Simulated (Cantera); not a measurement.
Charge: 1 mol Fe(CO)5, 1.7 mol N2, held at 1198.15 K and 101000 Pa.

These are equilibrium values from Cantera (NASA tables, ideal gas, pure condensed phases), not measurements of a reactor. Condensed phases not in the tables: cementite and carbon dissolved in iron. Rates play no part.

| species | before | after |
|---|---|---|
| CO | 0.733 | 0.381 |
| N2 | 0.256 | 0.372 |
| CO2 | 0.0106 | 0.247 |
| C(graphite), mol | 0.0700 | 2.13 |
| Fe(γ), mol | 1.00 | 0 |
| FeO(s), mol | 0 | 1.00 |
Gas species are given as mole fractions.

### Question
What was changed between the two runs?
A) N2 from 1.7 to 0.19 mol
B) pressure from 101000 Pa to 15.0 Pa
C) temperature from 1198.15 K to 950 K
D) temperature from 1198.15 K to 1073.15 K

### Answer
C, temperature from 1198.15 K to 950 K. The tables' stoichiometric FeO is somewhat more stable than real wüstite, so its field is too wide. FeO: taken at fixed stoichiometry
